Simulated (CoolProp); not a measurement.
Hexamethyldisiloxane (MM) along the isobar 0.131 MPa: Z from the reference equation and from simpler models built on Tc = 518.7 K, pc = 1.931 MPa, ω = 0.418; each cubic takes its own stable root.

Values from CoolProp's reference Helmholtz-energy equation of state, Thol 2016.

```csv
T (K),phase,reference,van der Waals,Soave-Redlich-Kwong
216.4,liquid,0.01402,0.02374,0.01551
244.9,liquid,0.01282,0.02157,0.01402
273.4,liquid,0.01191,0.01993,0.01290
301.9,liquid,0.01121,0.9246,0.01205
330.4,liquid,0.01068,0.9393,0.01143
358.9,liquid,0.01029,0.9502,0.01101
387.4,gas,0.9276,0.9585,0.9356
415.9,gas,0.9450,0.9649,0.9491
```

At some of these states van der Waals gives the other phase, because its saturation line lies elsewhere.
